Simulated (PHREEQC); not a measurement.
A solution holds 0.0064 mol/kgw CdCl2, 0.0011 mol/kgw KCl and 0.034 mol/kgw H2SO4, at 25 °C. Closed to the air; pH follows from the charge balance.

All values are PHREEQC results (ion-association model, wateq4f.dat), not measurements.

```tsv
quantity	before	after
pH	1.41	1.77
ionic strength (mol/kgw)	0.0693	0.0800
HSO4- (mol/kgw)	0.0213	0.0136
SO4-2 (mol/kgw)	0.0107	0.0162
Cd+2 (mol/kgw)	0.00307	0.00273
CdSO4 (mol/kgw)	0.00161	0.00199
SI of CdOHCl (CdOHCl)	-7.02	-6.73
```

Question: Which change was made?
(A) temperature from 25 to 90 °C
(B) H2SO4 from 0.034 to 0.17 mol/kgw
(C) temperature from 25 to 35 °C
(D) H2SO4 replaced by KHSO4 at the same molality

Answer: D, H2SO4 replaced by KHSO4 at the same molality

Precipitation was switched off in this run.
